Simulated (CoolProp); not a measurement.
A simple Rankine cycle with R134a: condensing at 296.15 K, boiler at 2.55 MPa, turbine inlet 353.6 K, turbine efficiency 0.6, pump efficiency 0.6, no recuperator. Each further row changes one setting.

Computed with CoolProp (reference Helmholtz-energy equation of state, Tillner-Roth 1994).

| case | thermal efficiency (%) | net work (kJ/kg) | heat in (kJ/kg) | turbine exit temperature (K) | volume ratio over the turbine |
|---|---|---|---|---|---|
| as stated | 6.9 | 13.6 | 198 | 301.1 | 4.84 |
| turbine inlet 373.6 K | 7.3 | 16.6 | 228 | 328.5 | 4.46 |
| condensing temperature 288.15 K | 7.9 | 16.5 | 209 | 294.7 | 6.25 |
| boiler pressure 1.78 MPa | 5.8 | 12.5 | 217 | 321.6 | 3.00 |
| turbine efficiency 0.5 | 5.5 | 10.9 | 198 | 303.8 | 4.92 |
